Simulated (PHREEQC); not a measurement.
Na3PO4 is added in steps, without added water, to 1 kg of water holding 0.017 mol/kgw Ag2SO4 and 0.003 mol/kgw HNO3, at 30 °C. Oxygen is held at 0.21 atm. The system is closed to CO2. Solids allowed: Ag2O, Ag3PO4, Ag2SO4, Mirabilite. Others were left out.

Base run: PHREEQC, ion-association model, wateq4f.dat. Each further column changes one thing. The table gives HPO4-2 (mol/kgw).

| Na3PO4 added (mol) | base | diluted 10-fold with water | HNO3 from 0.003 to 0.0015 mol/kgw | Ag2SO4 left out | no solid may form |
|---|---|---|---|---|---|
| 0 | 0 | 0 | 0 | 0 | 0 |
| 0.0051 | 2.08e-5 | 0.00471 | 1.69e-5 | 0.00457 | 0.00476 |
| 0.0102 | 0.000103 | 0.00767 | ___ | 0.00748 | ___ |
| 0.0153 | 0.00372 | 0.00980 | 0.00434 | 0.00958 | 0.0114 |
| 0.0204 | 0.00980 | 0.0115 | 0.0104 | 0.0112 | 0.0139 |
| 0.0255 | 0.0155 | 0.0128 | 0.0160 | 0.0126 | 0.0160 |
| 0.0306 | 0.0208 | 0.0140 | 0.0213 | 0.0137 | ___ |
| 0.0357 | 0.0259 | 0.0150 | 0.0264 | 0.0147 | 0.0195 |
| 0.0408 | 0.0307 | 0.0159 | 0.0312 | 0.0156 | 0.0210 |
| 0.0459 | 0.0353 | 0.0167 | 0.0350 | 0.0164 | 0.0223 |
| 0.051 | 0.0367 | 0.0174 | 0.0356 | 0.0171 | 0.0236 |

Question: What belongs in the gaps?

Answer: 
- 0.0102, HNO3 from 0.003 to 0.0015 mol/kgw: 0.000115
- 0.0102, no solid may form: 0.00841
- 0.0306, no solid may form: 0.0179

H3PO4, which wateq4f.dat lacks, is added to it with the constant of phreeqc.dat. The database has no phosphate complexes of Ag. In at least one series the solution becomes supersaturated in solids that the run did not let form, among them Ag2O, Ag3PO4.
